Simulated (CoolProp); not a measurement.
Hexamethyldisiloxane (MM) along the isotherm 568.6 K: density (kg/m³) from the reference equation and from simpler models built on Tc = 518.7 K, pc = 19.31 bar, ω = 0.418; each cubic takes its own stable root.

The numbers come from the reference Helmholtz-energy equation of state, Thol 2016 in CoolProp.

```tsv
p (bar)	phase	reference
7.43	gas	28.49
14.9	gas	65.59
22.3	supercritical	116.8
29.7	supercritical	195.2
37.1	supercritical	295.2
44.6	supercritical	359.1
52	supercritical	393.8
59.4	supercritical	417.0
66.8	supercritical	434.4
74.3	supercritical	448.5
81.7	supercritical	460.1
89.1	supercritical	470.2
96.6	supercritical	479.1
```

Q: How far does each simpler model (van der Waals, Soave-Redlich-Kwong) lie from the reference over these 13 states: mean and median of the absolute difference, and the worst?

A: 
- van der Waals: mean 14.1 %, median 18.7 %, worst -20.7 % at 568.6 K and 96.6 bar
- Soave-Redlich-Kwong: mean 7.8 %, median 7.9 %, worst -13.8 % at 568.6 K and 44.6 bar
